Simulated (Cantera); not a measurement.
A Cantera script and its output.

```python
import numpy as np
import cantera as ct

gas = ct.Solution("h2o2.yaml")
gas.TPX = 425, 800000, {'H2': 1, 'O2': 0.455, 'N2': 1.23}
flame = ct.FreeFlame(gas, width=0.0093)
flame.set_refine_criteria(ratio=3, slope=0.08, curve=0.16)
flame.transport_model = "mixture-averaged"
flame.solve(loglevel=0, auto=True)
flame.transport_model = "multicomponent"
flame.soret_enabled = False
flame.solve(loglevel=0, refine_grid=True)
z, T = flame.grid, flame.T
thick = (T[-1] - T[0]) / np.gradient(T, z).max()
show = ['H2', 'O2', 'H', 'H2O2', 'OH', 'H2O']
print(f"laminar burning velocity  {flame.velocity[0] * 100:.3f} cm/s")
print(f"burnt temperature         {T[-1]:.1f} K")
print(f"thermal thickness         {thick * 1e3:.4f} mm")
print(f"grid points               {len(z)}")
z0 = z[flame.heat_release_rate.argmax()]
print(f"{'z/mm':>9s}{'T/K':>9s}{'u/(m/s)':>9s}" + "".join(f"{s:>11s}" for s in show))
rows = []
for k in (-3, -2, -1.5, -1, -0.5, -0.25, 0, 0.25, 0.5, 1, 2, 4, 8):
    zz = z0 + k * thick
    rows.append([k * thick, np.interp(zz, z, T), np.interp(zz, z, flame.velocity),
                 *(np.interp(zz, z, flame.X[gas.species_index(s)]) for s in show)])
    print(f"{rows[-1][0] * 1e3:9.3f}{rows[-1][1]:9.1f}{rows[-1][2]:9.3f}" + "".join(f"{x:11.3e}" for x in rows[-1][3:]))
```

It prints:

```
laminar burning velocity  558.406 cm/s
burnt temperature         2769.4 K
thermal thickness         0.0262 mm
grid points               106
     z/mm      T/K  u/(m/s)         H2         O2          H       H2O2         OH        H2O
   -0.079    425.0    5.584  3.724e-01  1.695e-01  1.149e-14  9.566e-12  2.432e-13  2.369e-09
   -0.052    425.0    5.584  3.724e-01  1.695e-01  1.443e-13  1.535e-10  3.097e-12  3.300e-08
   -0.039    425.1    5.584  3.723e-01  1.695e-01  2.146e-12  2.608e-09  5.633e-11  4.505e-07
   -0.026    425.9    5.588  3.714e-01  1.697e-01  9.135e-11  6.089e-08  3.043e-09  8.662e-06
   -0.013    475.0    6.105  3.560e-01  1.728e-01  3.258e-06  2.174e-05  1.935e-05  1.848e-03
   -0.007    831.7   10.198  3.043e-01  1.662e-01  2.018e-03  1.699e-04  1.398e-03  3.365e-02
    0.000   1392.7   16.413  2.133e-01  1.280e-01  1.665e-02  6.167e-05  4.179e-03  1.262e-01
    0.007   1788.2   20.738  1.307e-01  7.340e-02  3.335e-02  6.814e-06  1.075e-02  2.278e-01
    0.013   2008.9   23.141  8.965e-02  4.038e-02  3.825e-02  4.279e-06  1.724e-02  2.844e-01
    0.026   2227.3   25.426  6.919e-02  2.049e-02  3.250e-02  2.669e-06  2.259e-02  3.201e-01
    0.052   2419.4   27.303  6.262e-02  1.365e-02  2.208e-02  1.865e-06  2.265e-02  3.402e-01
    0.105   2575.7   28.756  5.653e-02  9.310e-03  1.393e-02  1.408e-06  1.989e-02  3.580e-01
    0.210   2684.7   29.730  5.072e-02  6.102e-03  8.934e-03  1.082e-06  1.653e-02  3.723e-01
```

Cantera simulation using the H2/O2 subset of GRI-Mech 3.0, which has no nitrogen chemistry; the numbers are that mechanism's predictions, not measurements. The hydrogen kinetics of GRI-Mech 3.0 are dated; newer H2 mechanisms differ, most at raised pressure. Burning velocities carry a grid error of a few per cent, more on coarse grids.
